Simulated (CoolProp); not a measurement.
Vapour-liquid equilibrium of CHF3 (R23) (1) + sulfur hexafluoride (2) at 250.7 K; x and y are mole fractions of (1).

Model: multi-fluid Helmholtz-energy mixture model, Penoncello 2003 and Guder 2009; pair parameters Bell 2016, in CoolProp.

| x | bubble pressure (kPa) | y at the bubble point | dew pressure at overall composition x (kPa) | liquid density (mol/L) |
|---|---|---|---|---|
| 0.05 | 765.6 | 0.182 | 668.1 | 11.76 |
| 0.125 | 912.3 | 0.335 | 720.9 | 11.94 |
| 0.2 | 1019 | 0.427 | 781.2 | 12.14 |
| 0.275 | 1098 | 0.492 | 850.0 | 12.36 |
| 0.35 | 1160 | 0.542 | 928.4 | 12.61 |
| 0.425 | 1208 | 0.585 | 1016 | 12.90 |
| 0.5 | 1248 | 0.626 | 1108 | 13.22 |
| 0.575 | 1280 | 0.666 | 1197 | 13.59 |
| 0.65 | 1305 | 0.708 | 1268 | 14.02 |
| 0.725 | 1322 | 0.754 | 1312 | 14.50 |
| 0.8 | 1331 | 0.806 | 1330 | 15.05 |
| 0.875 | 1328 | 0.867 | 1327 | 15.67 |
| 0.95 | 1312 | 0.941 | 1309 | 16.36 |

y crosses x between x = 0.8 and 0.875: the model has an azeotrope there.

The pair parameters rest on a limited set of measurements; away from them the model extrapolates.
